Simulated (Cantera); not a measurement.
Feed: 1 mol SiCl4, 2 mol O3, 1.7 mol N2, at 0.100 bar.

Equilibrium computed with Cantera from the NASA thermochemical tables; the gas is ideal and each condensed phase is pure. Candidate condensed phases: Si, SiO2, Si2N2O, Si3N4; 23 gas species. The tables hold silica as quartz up to 1696 K and as liquid above; real silica turns to tridymite and cristobalite and melts near 1996 K. The numbers say what is thermodynamically allowed, not how fast it happens. All values below are at 1323 K.

Base state: O2 0.346, Cl2 0.332, N2 0.294, Cl 0.0277, NO 0.000359, ClO 0.000163 (mole fractions); condensed: SiO2(β-quartz).

Question: What changes in the equilibrium state with this change: pressure from 0.100 bar to 0.0140 bar?

Answer: 
```csv
species,before,after
O2,0.346,0.338
Cl2,0.332,0.303
N2,0.294,0.288
Cl,0.0277,0.0706
ClO,0.000163,0.000154
NO,0.000359,0.000352
"SiO2(β-quartz), mol",1.00,1.00
```

Question: What changes in the equilibrium state with this change: O3 from 2 to 0.11 mol?

Answer: 
```
species                before    after
-------------------  --------  -------
N2                      0.294    0.589
SiCl4                 1.66e-8    0.289
Cl2                     0.332    0.106
O2                      0.346  2.03e-9
Cl                     0.0277   0.0157
ClO                  0.000163  7.07e-9
NO                   0.000359  3.90e-8
SiO2(β-quartz), mol      1.00    0.165
```
